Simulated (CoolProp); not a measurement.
Properties of R407C along the isobar 0.367 MPa (Tc = 359.3 K, pc = 4.632 MPa, ω = 0.363).

Model: reference Helmholtz-energy equation of state, Lemmon 2003, in CoolProp. It is a pseudo-pure fit of the blend.

```
T (K)   phase        Z  viscosity (µPa s)  conductivity (mW/(m K))
-----  ------  -------  -----------------  -----------------------
242.3  liquid  0.01171                307                      109
279.1     gas   0.9209               11.4                     12.1
315.9     gas   0.9518               13.0                     14.9
352.7     gas   0.9682               14.6                     17.6
389.5     gas   0.9780               16.1                     20.4
426.4     gas   0.9844               17.7                     23.2
463.2     gas   0.9887               19.2                     26.0
500       gas   0.9917               20.6                     28.8
```

Viscosity comes from a separate model (Geller 2000). Thermal conductivity comes from a separate model (Geller 2001).
